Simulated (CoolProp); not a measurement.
Properties of R22 at several states.

Values from CoolProp's reference Helmholtz-energy equation of state, Kamei 1995.

```json
[
 {"T (K)": "181.2", "p (bar)": "3.71", "phase": "liquid", "density (kg/m³)": "1551", "cv (kJ/(kg K))": "0.6667", "isothermal compressibility (1/MPa)": "0.0008629", "viscosity (µPa s)": "690"},
 {"T (K)": "303.2", "p (bar)": "1", "phase": "gas", "density (kg/m³)": "3.477", "cv (kJ/(kg K))": "0.5643", "isothermal compressibility (1/MPa)": "10.14", "viscosity (µPa s)": "14.0"},
 {"T (K)": "373", "p (bar)": "0.14", "phase": "gas", "density (kg/m³)": "0.3907", "cv (kJ/(kg K))": "0.6377", "isothermal compressibility (1/MPa)": "71.50", "viscosity (µPa s)": "17.2"}
]
```

Viscosity comes from a separate model (Bell 2016), an estimate that may be off by 10 % or more.
